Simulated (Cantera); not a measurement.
Source: NASA polynomial tables (part measured, part estimated), evaluated in Cantera. Values are per mole of reaction as written; species without (g) are pure solids or liquids, kept so even where they would boil at 1 bar.

CaBr2 = Ca(g) + Br2(g)

```csv
T (K),ΔH° (kJ),ΔS° (J/K),ΔG° (kJ),log10 K,condensed phases
300,891.9,270.6,810.8,-141.16,CaBr2(s)
673,[?],[?],[?],[?],CaBr2(s)
873,879.1,247.3,663.2,-39.68,CaBr2(s)
1073,842.8,211.3,616.1,-29.99,CaBr2(l)
1273,831.9,202.0,574.8,-23.58,CaBr2(l)
1473,821.1,194.1,535.2,-18.98,CaBr2(l)
1673,810.3,187.2,497.1,-15.52,CaBr2(l)
1873,[?],[?],[?],[?],CaBr2(l)
```

Some entries are withheld; supply them.


- 673, ΔH° (kJ): 884.0
- 673, ΔS° (J/K): 253.7
- 673, ΔG° (kJ): 713.3
- 673, log10 K: -55.36
- 1873, ΔH° (kJ): 799.6
- 1873, ΔS° (J/K): 181.2
- 1873, ΔG° (kJ): 460.3
- 1873, log10 K: -12.84
